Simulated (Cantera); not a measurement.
A jet of 1.42 % CH₄, 18.3 % O₂, 80.3 % N₂, equivalence ratio 0.16 at 300 K and 0.0355 atm hits a platinum plate 4.5 cm away at a mass flux of 0.16 kg/m²/s; the plate temperature is set and raised in steps from an oxygen-covered start.

Cantera simulation using Deutschmann's 1995 Pt surface mechanism with GRI-Mech 3.0 gas chemistry; the numbers are that mechanism's predictions, not measurements. Catalytic surfaces can have several steady states; this one follows from the mechanism file's or the stated starting coverage.

x: mole fraction at the wall; θ: surface coverage.

```tsv
plate T (K)	wall x CH₄	wall x O₂	wall x H₂O	wall x OH	wall x CO	wall x CO₂	θ free Pt	θ O*
850	0.0133	0.181	0.00177	<1e-8	3.60e-6	0.00115	0.157	0.843
900	0.0124	0.179	0.00348	…	4.86e-6	0.00227	0.221	0.779
950	0.0112	0.176	0.00566	…	6.11e-6	0.00369	0.289	0.711
1000	0.00992	0.174	0.00801	…	7.33e-6	0.00523	0.358	0.641
1050	0.00870	0.171	0.0102	…	8.58e-6	0.00670	0.428	0.572
1100	0.00762	0.169	0.0122	…	9.93e-6	0.00801	0.496	0.504
1150	0.00675	0.167	0.0138	…	1.16e-5	0.00906	0.560	0.440
1200	0.00601	0.165	0.0151	…	1.34e-5	0.00994	0.620	0.380
```

Question: Some entries are withheld; supply them.

Answer: 
- 900, wall x OH: 1.81e-8
- 950, wall x OH: 6.34e-8
- 1000, wall x OH: 1.88e-7
- 1050, wall x OH: 4.83e-7
- 1100, wall x OH: 1.11e-6
- 1150, wall x OH: 2.31e-6
- 1200, wall x OH: 4.46e-6
